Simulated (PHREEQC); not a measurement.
A solution holds 0.0093 mol TMAH and 0.00081 mol H4SiO4 per kg of water, at 25 °C and 10 atm. Closed to the air; pH follows from the charge balance.

Equilibrium calculation in PHREEQC: ion-association model, phreeqc.dat.

Each row changes one thing in this solution. Precipitation was switched off in this run.

```json
[
 {"case": "as made", "pH": "11.87", "ionic strength (mol/kgw)": "0.00935", "H3SiO4- (mol/kgw)": "0.000752", "H2SiO4-2 (mol/kgw)": "5.15e-5", "H4SiO4 (mol/kgw)": "6.10e-6", "SI of Quartz (SiO2)": "-1.23"},
 {"case": "diluted 10-fold with water", "pH": "___", "ionic strength (mol/kgw)": "0.000931", "H3SiO4- (mol/kgw)": "7.46e-5", "H2SiO4-2 (mol/kgw)": "4.59e-7", "H4SiO4 (mol/kgw)": "5.98e-6", "SI of Quartz (SiO2)": "___"},
 {"case": "temperature from 25 to 65 °C", "pH": "___", "ionic strength (mol/kgw)": "0.00933", "H3SiO4- (mol/kgw)": "0.000752", "H2SiO4-2 (mol/kgw)": "3.30e-5", "H4SiO4 (mol/kgw)": "2.53e-5", "SI of Quartz (SiO2)": "-1.14"},
 {"case": "H4SiO4 from 0.00081 to 0.00121 mol/kgw", "pH": "11.85", "ionic strength (mol/kgw)": "0.00937", "H3SiO4- (mol/kgw)": "0.00113", "H2SiO4-2 (mol/kgw)": "7.33e-5", "H4SiO4 (mol/kgw)": "9.62e-6", "SI of Quartz (SiO2)": "___"},
 {"case": "diluted 5-fold with water", "pH": "11.20", "ionic strength (mol/kgw)": "0.00186", "H3SiO4- (mol/kgw)": "0.000154", "H2SiO4-2 (mol/kgw)": "1.93e-6", "H4SiO4 (mol/kgw)": "6.20e-6", "SI of Quartz (SiO2)": "-1.23"}
]
```

Q: Complete the blanks.

A: 
- diluted 10-fold with water, pH: 10.91
- diluted 10-fold with water, SI of Quartz (SiO2): -1.24
- temperature from 25 to 65 °C, pH: 10.78
- H4SiO4 from 0.00081 to 0.00121 mol/kgw, SI of Quartz (SiO2): -1.04

Species that the database lacks are ignored. (CH3)4N+ isn't in the database: it is added as a free cation with an ion size of 4 Å. Constants without temperature data keep their 25 °C values here.
